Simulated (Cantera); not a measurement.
Input (Python, Cantera):

```python
import numpy as np
import cantera as ct

gas = ct.Solution("gri30.yaml")
gas.TPX = 1023, 640000, {'CO': 0.01, 'O2': 0.0074, 'H2O': 0.0026, 'N2': 1}
reactor = ct.IdealGasConstPressureReactor(gas, energy="off", clone=False)
net = ct.ReactorNet([reactor])
net.rtol, net.atol = 1e-08, 1e-18
show = ['CO', 'O2', 'H2O', 'H2O2', 'NO', 'OH', 'O']
times = np.geomspace(8e-05, 10, 15)

steps = ct.SolutionArray(gas, extra=["t"])
rows = []
print(f"{'t/s':>10s}{'T/K':>9s}{'P/Pa':>11s}" + "".join(f"{s:>11s}" for s in show))
for t in times:
    while net.time < t:
        t_next = net.step()
        steps.append(gas.state, t=t_next)
    rows.append([np.interp(t, steps.t, y) for y in (steps.T, steps.P, *steps(*show).X.T)])
    print(f"{t:10.3e}{rows[-1][0]:9.1f}{rows[-1][1]:11.4g}" + "".join(f"{x:11.3e}" for x in rows[-1][2:]))
rate = np.gradient(steps.T, steps.t)
print("integrator steps:", len(steps.t))
if steps.T.max() > steps.T[0] + 200:
    print(f"time of steepest temperature rise: {steps.t[rate.argmax()]:.4e} s")
gas.TPX = 1023, 640000, {'CO': 0.01, 'O2': 0.0074, 'H2O': 0.0026, 'N2': 1}
gas.equilibrate("TP")
print(f"equilibrium (TP): T = {gas.T:.1f} K  " + "  ".join(f"{s} {gas[s].X[0]:.3e}" for s in show))
```

Output:

```
       t/s      T/K       P/Pa         CO         O2        H2O       H2O2         NO         OH          O
 8.000e-05   1023.0    6.4e+05  9.804e-03  7.255e-03  2.549e-03  6.971e-18  2.632e-21  5.415e-13  5.784e-11
 1.850e-04   1023.0    6.4e+05  9.804e-03  7.255e-03  2.549e-03  9.758e-17  1.323e-20  1.196e-12  1.144e-10
 4.278e-04   1023.0    6.4e+05  9.804e-03  7.255e-03  2.549e-03  1.105e-15  5.913e-20  2.342e-12  1.915e-10
 9.892e-04   1023.0    6.4e+05  9.804e-03  7.255e-03  2.549e-03  1.016e-14  2.229e-19  4.210e-12  2.517e-10
 2.287e-03   1023.0    6.4e+05  9.804e-03  7.255e-03  2.549e-03  7.704e-14  7.289e-19  8.012e-12  2.850e-10
 5.290e-03   1023.0    6.4e+05  9.804e-03  7.255e-03  2.549e-03  5.439e-13  2.487e-18  1.803e-11  3.495e-10
 1.223e-02   1023.0    6.4e+05  9.804e-03  7.255e-03  2.549e-03  4.841e-12  1.190e-17  5.068e-11  5.588e-10
 2.828e-02   1023.0    6.4e+05  9.803e-03  7.255e-03  2.549e-03  9.347e-11  1.420e-16  2.192e-10  1.626e-09
 6.540e-02   1023.0    6.4e+05  9.792e-03  7.249e-03  2.549e-03  9.626e-09  1.157e-14  2.324e-09  1.350e-08
 1.512e-01   1023.0    6.4e+05  9.614e-03  7.160e-03  2.548e-03  1.325e-07  6.103e-13  9.963e-09  4.346e-08
 3.497e-01   1023.0    6.4e+05  9.055e-03  6.883e-03  2.545e-03  1.479e-07  6.038e-12  1.082e-08  4.464e-08
 8.087e-01   1023.0    6.4e+05  7.825e-03  6.271e-03  2.543e-03  1.542e-07  3.822e-11  1.158e-08  4.343e-08
 1.870e+00   1023.0    6.4e+05  5.551e-03  5.137e-03  2.544e-03  1.339e-07  1.862e-10  1.180e-08  3.713e-08
 4.324e+00   1023.0    6.4e+05  2.672e-03  3.700e-03  2.551e-03  8.010e-08  5.968e-10  1.102e-08  2.416e-08
 1.000e+01   1023.0    6.4e+05  6.934e-04  2.711e-03  2.558e-03  2.450e-08  8.992e-10  9.010e-09  9.268e-09
integrator steps: 680
equilibrium (TP): T = 1023.0 K  CO 1.054e-11  O2 2.362e-03  H2O 2.562e-03  H2O2 1.183e-12  NO 4.777e-06  OH 5.865e-09  O 6.022e-12
```

Cantera simulation using GRI-Mech 3.0 (53 species, 325 reactions); the numbers are that mechanism's predictions, not measurements.
